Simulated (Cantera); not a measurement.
An isothermal, constant-pressure homogeneous reactor starts with 3.12 % C2H6, 96.9 % N2, at 1525 K and 368 Torr.

Detailed kinetics in Cantera: GRI-Mech 3.0 (53 species, 325 reactions). GRI-Mech 3.0 stops at C3 and has no aromatics, soot or wall deposition, so with more carbon than oxygen in the feed, carbon stays in small species such as C2H2 where larger ones or solid carbon would form.

One state of this run: x C2H6 = 2.81e-6; x H2 = 0.0447; x C2H = 6.75e-9; x C2H4 = 0.00276; x HCN = 4.71e-7; x H = 5.99e-6. x: mole fraction; the columns are a selection and need not sum to one.

### Question
Which value of t (s) does it belong to?
A) 6.06
B) 0.0174
C) 0.862
D) 300

### Answer
B, 0.0174
